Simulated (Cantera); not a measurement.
**Equilibrium for carbon deposition, reforming and gasification: C6H6 + H2O + N2**

Input: 1 mol C6H6, 0.61 mol H2O, 18 mol N2, held at 1 atm.

Method: chemical equilibrium by Gibbs-energy minimisation in Cantera with the NASA 1993 tables (ideal gas, pure condensed phases). Candidate condensed phases: C, C6H6, C7H8, C8H18, H2O; 136 gas species. Rates play no part.

```
T (K)  log p N2  log p H2  log p HCN  log p H  log p CO  n C(graphite)
-----  --------  --------  ---------  -------  --------  -------------
1525      -0.09     -0.78      -3.34    -5.02     -1.56           5.38
1725      -0.09     -0.79      -2.81    -4.12     -1.56           5.35
1925      -0.09     -0.79      -2.40    -3.41     -1.56           5.30
2125      -0.09     -0.80      -2.07    -2.84     -1.56           5.18
2325      -0.09     -0.82      -1.81    -2.37     -1.56           4.98
2525      -0.10     -0.85      -1.59    -1.98     -1.56           4.68
2725      -0.10     -0.90      -1.43    -1.65     -1.56           4.26
2925      -0.11     -0.98      -1.30    -1.39     -1.57           3.73
```
log p: log10 of the partial pressure in bar; n: condensed amount in mol.

From 1525 K to 2925 K the condensed part is C(graphite). The main C-bearing gas is CO at 1525 K and HCN at 2925 K. The share of C in condensed phases is highest at 1525 K (89.6 %) and lowest at 2925 K (62.2 %).
